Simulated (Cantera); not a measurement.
A Cantera script and what it prints.

```python
import numpy as np
import cantera as ct

gas_names = """
    SF4 Na F
""".split()
cond_names = """
    Na2S(1) Na2S(2) Na2S(L)
""".split()


def load(file, names, dense=False):
    # The tables refer to 1 bar. Condensed volumes are neglected.
    table = {s.name: s for s in ct.Species.list_from_file(file)}
    out = []
    for n in names:
        d = dict(table[n].input_data)
        d["thermo"] = dict(d["thermo"], **{"reference-pressure": 1e5})
        if dense:
            d["equation-of-state"] = {"model": "constant-volume", "density": "1e6 g/cm^3"}
        out.append(ct.Species.from_dict(d))
    return out


species = {s.name: s for s in load("nasa_gas.yaml", gas_names) + load("nasa_condensed.yaml", cond_names)}
# Each term lists the table entries of one substance; the one whose range holds T is used.
reactions = {
    'SF4(g) + 2 Na(g) = Na2S + 4 F(g)':
        [(-1, ['SF4']), (-2, ['Na']), (1, ['Na2S(1)', 'Na2S(2)', 'Na2S(L)']), (4, ['F'])],
}


def pick(names, T):
    return next(species[n] for n in names if species[n].thermo.min_temp <= T <= species[n].thermo.max_temp)


results = []
for label, terms in reactions.items():
    print(label)
    print("     T/K   dH/kJ  dS/(J/K)   dG/kJ   log10 K")
    for T in [848, 923, 998, 1073, 1148, 1223]:
        used = [(nu, pick(names, T)) for nu, names in terms]
        dH = sum(nu * s.thermo.h(T) for nu, s in used) / 1e6
        dS = sum(nu * s.thermo.s(T) for nu, s in used) / 1e3
        dG = dH - T * dS / 1e3
        logK = -dG * 1e6 / (ct.gas_constant * T * np.log(10))
        results.append((label, T, dH, dS, dG, logK, [s.name for _, s in used]))
        print(f"{T:8g} {dH:8.1f} {dS:8.1f} {dG:8.1f} {logK:8.2f}")
```

It prints:

```
SF4(g) + 2 Na(g) = Na2S + 4 F(g)
     T/K   dH/kJ  dS/(J/K)   dG/kJ   log10 K
     848    521.3    166.6    380.0   -23.41
     923    523.8    169.4    367.4   -20.79
     998    526.2    171.9    354.6   -18.56
    1073    528.8    174.5    341.6   -16.63
    1148    532.9    178.1    328.4   -14.94
    1223    539.6    183.7    314.9   -13.45
```

Source: NASA polynomial tables (part measured, part estimated), evaluated in Cantera. Condensed species are held in their standard states even where they would react or evaporate.
